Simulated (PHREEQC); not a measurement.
Consider water at 25 °C with 1.1 mol KOH and 4.1 mol KCl per kg of water. Closed to the air; pH follows from the charge balance.

All values are PHREEQC results (Pitzer model, pitzer.dat), not measurements.

```tsv
quantity	before	after
pH	14.20	14.70
SI of Sylvite (KCl)	+0.01	+0.16
```

**Question.** Name the change that produced these shifts.
A) diluted 100-fold with water
B) diluted 5-fold with water
C) diluted 2-fold with water
D) KOH from 1.1 to 2.2 mol/kgw
E) KCl replaced by NaCl at the same molality

**Answer.** D, KOH from 1.1 to 2.2 mol/kgw

Precipitation was switched off in this run. Some of these states are supersaturated (in Sylvite, for instance). In brines, pH and single-ion activities rest on the MacInnes convention.
